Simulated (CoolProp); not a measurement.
Vapour-liquid equilibrium of R125 (1) + propylene (2) at 12.4 bar; x and y are mole fractions of (1).

Computed with CoolProp (multi-fluid Helmholtz-energy mixture model, Lemmon 2005 and Lemmon 2013; pair parameters Bell 2016).

```json
[
 {"x": "0.05", "bubble temperature, mixture model (K)": "298.1", "bubble temperature, Raoult's law (K)": "300.6", "y, mixture model": "0.100", "y, Raoult's law": "0.059"},
 {"x": "0.125", "bubble temperature, mixture model (K)": "294.8", "bubble temperature, Raoult's law (K)": "300.1", "y, mixture model": "0.214", "y, Raoult's law": "0.146"},
 {"x": "0.2", "bubble temperature, mixture model (K)": "292.6", "bubble temperature, Raoult's law (K)": "299.5", "y, mixture model": "0.300", "y, Raoult's law": "0.230"},
 {"x": "0.275", "bubble temperature, mixture model (K)": "291.0", "bubble temperature, Raoult's law (K)": "298.9", "y, mixture model": "0.369", "y, Raoult's law": "0.312"},
 {"x": "0.35", "bubble temperature, mixture model (K)": "290.0", "bubble temperature, Raoult's law (K)": "298.4", "y, mixture model": "0.427", "y, Raoult's law": "0.391"},
 {"x": "0.425", "bubble temperature, mixture model (K)": "289.3", "bubble temperature, Raoult's law (K)": "297.9", "y, mixture model": "0.479", "y, Raoult's law": "0.469"},
 {"x": "0.5", "bubble temperature, mixture model (K)": "288.9", "bubble temperature, Raoult's law (K)": "297.3", "y, mixture model": "0.528", "y, Raoult's law": "0.544"},
 {"x": "0.575", "bubble temperature, mixture model (K)": "288.7", "bubble temperature, Raoult's law (K)": "296.8", "y, mixture model": "0.578", "y, Raoult's law": "0.617"},
 {"x": "0.65", "bubble temperature, mixture model (K)": "288.8", "bubble temperature, Raoult's law (K)": "296.3", "y, mixture model": "0.629", "y, Raoult's law": "0.689"},
 {"x": "0.725", "bubble temperature, mixture model (K)": "289.2", "bubble temperature, Raoult's law (K)": "295.9", "y, mixture model": "0.687", "y, Raoult's law": "0.758"},
 {"x": "0.8", "bubble temperature, mixture model (K)": "289.9", "bubble temperature, Raoult's law (K)": "295.4", "y, mixture model": "0.752", "y, Raoult's law": "0.826"},
 {"x": "0.875", "bubble temperature, mixture model (K)": "291.1", "bubble temperature, Raoult's law (K)": "294.9", "y, mixture model": "0.830", "y, Raoult's law": "0.893"},
 {"x": "0.95", "bubble temperature, mixture model (K)": "292.7", "bubble temperature, Raoult's law (K)": "294.5", "y, mixture model": "0.925", "y, Raoult's law": "0.958"}
]
```

The largest gap from Raoult's law is -8.6 K in bubble temperature, at x = 0.425. y crosses x between x = 0.575 and 0.65: the model has an azeotrope there.

Pair parameters are fitted to limited data, so mixtures are less certain than the pure fluids.
